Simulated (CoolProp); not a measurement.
Properties of toluene along the isotherm 346.85 °C.

Values from CoolProp's reference Helmholtz-energy equation of state, Lemmon 2006. It is a short technical equation, of lower accuracy than the large ones.

```
p (MPa)          phase  density (kg/m³)  cp (kJ/(kg K))  speed of sound (m/s)  Joule-Thomson coefficient (K/MPa)  viscosity (µPa s)
-------  -------------  ---------------  --------------  --------------------  ---------------------------------  -----------------
0.13               gas            2.347           2.187                 239.4                              6.524               14.2
0.297              gas            5.433           2.196                 236.5                              6.641               14.2
0.676              gas            12.76           2.219                 229.9                              6.927               14.2
1.54               gas              [?]           2.288                 213.6                              7.697                [?]
3.5                gas            92.55           2.669                 169.1                              10.39               15.8
7.97     supercritical            451.1           3.202                 239.3                              2.013               54.2
18.1     supercritical            559.4           2.703                 463.9                             0.2317               83.5
41.3     supercritical            640.3             [?]                 710.2                            -0.1539                116
```

Some entries are withheld; supply them.


- 1.54, density (kg/m³): 31.49
- 1.54, viscosity (µPa s): 14.5
- 41.3, cp (kJ/(kg K)): 2.572

Viscosity comes from a separate model (Avgeri 2015).
